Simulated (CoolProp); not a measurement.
The fluid at 298.15 K and 13.8 MPa flows at 14 m/s in a round tube of 12.7 mm bore and 45 µm roughness, fully developed (64/Re and Nu = 3.66 if laminar; Colebrook and Gnielinski if turbulent). The same conditions are run with several fluids, on thermodynamics alone (safety and materials aside).

Computed with CoolProp (reference Helmholtz-energy equation of state of each fluid (carbon dioxide: Span 1996; ethylbenzene: Zhou 2012; ethanol: Schroeder 2014; ammonia: Gao 2020; R410A: Lemmon 2003)). Blends and air are pseudo-pure fits.

Question: Rank carbon dioxide, ethylbenzene, ethanol, ammonia, R410A by Reynolds number, highest first.

Answer: carbon dioxide (1820000), R410A (1340000), ammonia (770000), ethylbenzene (226000), ethanol (121000)

| fluid | Darcy friction factor | pressure drop (Pa/m) | heat-transfer coefficient (W/(m² K)) | mass flow (kg/h) |
|---|---|---|---|---|
| carbon dioxide | 0.0275 | 184000 | 68300 | 5520 |
| ethylbenzene | 0.0280 | 188000 | 21000 | 5570 |
| ethanol | 0.0284 | 175000 | 18300 | 5090 |
| ammonia | 0.0276 | 131000 | 121000 | 3920 |
| R410A | 0.0275 | 242000 | 53300 | 7290 |

Transport values come from each fluid's own correlations; those of ethylbenzene are estimates that may be off by 10 % or more.
